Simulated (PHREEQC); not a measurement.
Brackish or sea water: an equilibrium model

Model water analysis in mg/L, 25 °C, pH 6.54, pe 9.3: Na 2450; K 96.3; Ca 230; Mg 109; Cl 4480; S(6) as SO4 322; Alkalinity as HCO3 14.1; F 5.7; Li 1.23; Br 58.

Cl is adjusted to close the charge balance.
Valence states are taken as typed.

Equilibrium calculation in PHREEQC: ion-association model, phreeqc.dat.

Each row changes one thing in this solution. Precipitation was switched off in this run.

```tsv
case	MgSO4 (mol/kgw)	CO2 (mol/kgw)	MgF+ (mol/kgw)	KSO4- (mol/kgw)	CaHCO3+ (mol/kgw)	CaCO3 (mol/kgw)	SI of Fluorite (CaF2)	SI of Gypsum (CaSO4:2H2O)
as made	0.000282	0.000105	2.69e-5	1.32e-5	5.32e-6	8.56e-8	+0.47	-1.23
pH from 6.54 to 6.84 at the same alkalinity	0.000282	5.22e-5	2.69e-5	1.32e-5	5.30e-6	1.70e-7	+0.47	-1.23
temperature from 25 to 45 °C at the same typed pH	0.000392	___	3.45e-5	1.67e-5	6.26e-6	___	___	-1.26
```

**Question.** Some entries are withheld; supply them.

**Answer.** 
- temperature from 25 to 45 °C at the same typed pH, CO2 (mol/kgw): 8.93e-5
- temperature from 25 to 45 °C at the same typed pH, CaCO3 (mol/kgw): 1.84e-7
- temperature from 25 to 45 °C at the same typed pH, SI of Fluorite (CaF2): +0.23

Some of these states are supersaturated (in Fluorite, for instance). Away from 25 °C the constants follow the database's enthalpies or fits; those with neither stay at their 25 °C values.
